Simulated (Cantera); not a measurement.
Charge: 1 mol B2H6, 0.85 mol H2O, 0.26 mol O2, held at 1573.15 K and 75.0 Torr.

Equilibrium computed with Cantera from the NASA thermochemical tables; the gas is ideal and each condensed phase is pure. The feed counts by its element totals alone. Mutual solubility and eutectic melting of coexisting phases are not modelled. The tables' values for BH2 are old estimates; treat these amounts as uncertain. Rates play no part.

| species | before | after |
|---|---|---|
| H2 | 0.969 | 0.711 |
| HBO | 0.0237 | 0.126 |
| BO | 7.28e-5 | 0.0777 |
| H | 0.000127 | 0.0420 |
| B2O2 | 0.00356 | 0.0372 |
| B | <1e-9 | 0.000312 |
| BH | <1e-9 | 5.62e-5 |
| B3O3H3 | 0.00205 | 4.10e-8 |
| B2O | 2.61e-7 | 0.00248 |
| BH2 | 1.97e-5 | 0.00210 |
| BH3 | 2.58e-6 | 1.51e-5 |
| B(s), mol | 1.04 | 0 |
| B2O3(l), mol | 0.403 | 0 |
| B(l), mol | 0 | 0.611 |
Gas species are given as mole fractions.

Task: What was changed between the two runs?
(A) temperature from 1573.15 K to 2398 K
(B) B2H6 replaced by B
(C) temperature from 1573.15 K to 1098.15 K
(D) pressure from 75.0 Torr to 315 Torr

Result: A, temperature from 1573.15 K to 2398 K. Gases not in the tables: B2H6 and higher boranes
